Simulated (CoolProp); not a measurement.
Vapour-liquid equilibrium of n-heptane (1) + o-xylene (2) at 834 kPa; x and y are mole fractions of (1).

Values from CoolProp's multi-fluid Helmholtz-energy mixture model, Span 2003 and Zhou 2012; pair parameters Bell 2016.

| x | bubble temperature, mixture model (°C) | bubble temperature, Raoult's law (°C) | y, mixture model | y, Raoult's law |
|---|---|---|---|---|
| 0.05 | (withheld) | 242.2 | 0.109 | 0.115 |
| 0.2 | 228.6 | 230.7 | 0.362 | 0.386 |
| 0.35 | 218.7 | 220.9 | (withheld) | 0.581 |
| 0.5 | 210.7 | 212.4 | (withheld) | 0.724 |
| 0.65 | 203.9 | 205.0 | 0.788 | 0.832 |
| 0.8 | 197.9 | 198.5 | 0.884 | 0.916 |
| 0.95 | (withheld) | 192.6 | (withheld) | 0.981 |

Task: Some entries are withheld; supply them.

Result: 
- 0.05, bubble temperature, mixture model (°C): 241.4
- 0.35, y, mixture model: 0.541
- 0.5, y, mixture model: 0.677
- 0.95, bubble temperature, mixture model (°C): 192.5
- 0.95, y, mixture model: 0.972

The largest gap from Raoult's law is -2.2 K in bubble temperature, at x = 0.35. No azeotrope shows between x = 0.05 and 0.95.

The pair parameters rest on a limited set of measurements; away from them the model extrapolates.
